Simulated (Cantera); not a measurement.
Feed: 1 mol Si(CH3)4, 77 mol H2, 3.3 mol HCl, equilibrated at 10.0 Torr.

Method: chemical equilibrium by Gibbs-energy minimisation in Cantera with the NASA 1993 tables (ideal gas, pure condensed phases). Candidate condensed phases: C, C6H6, C7H8, C8H18, Si, SiC; 109 gas species. Gases not in the tables: Si2H6 and higher silanes. Equilibrium is a limit: real reactors are often held back by kinetics, nucleation or transport.

Task: Which condensed phases are stable at each of these points (T (K)): 1898, 1998, 2098, 2198, 2298, 2398, 2498, 2598?

Result: 
```json
[
 {"T (K)": "1898", "condensed phases": "C(graphite) + SiC(s)", "Si condensed (%)": "98.3"},
 {"T (K)": "1998", "condensed phases": "C(graphite) + SiC(s)", "Si condensed (%)": "96.3"},
 {"T (K)": "2098", "condensed phases": "C(graphite) + SiC(s)", "Si condensed (%)": "89.3"},
 {"T (K)": "2198", "condensed phases": "C(graphite) + SiC(s)", "Si condensed (%)": "63.4"},
 {"T (K)": "2298", "condensed phases": "C(graphite)", "Si condensed (%)": "0.0"},
 {"T (K)": "2398", "condensed phases": "C(graphite)", "Si condensed (%)": "0.0"},
 {"T (K)": "2498", "condensed phases": "C(graphite)", "Si condensed (%)": "0.0"},
 {"T (K)": "2598", "condensed phases": "C(graphite)", "Si condensed (%)": "0.0"}
]
```

From 1898 K to 2198 K the condensed part is C(graphite) + SiC(s). From 2298 K to 2598 K the condensed part is C(graphite).
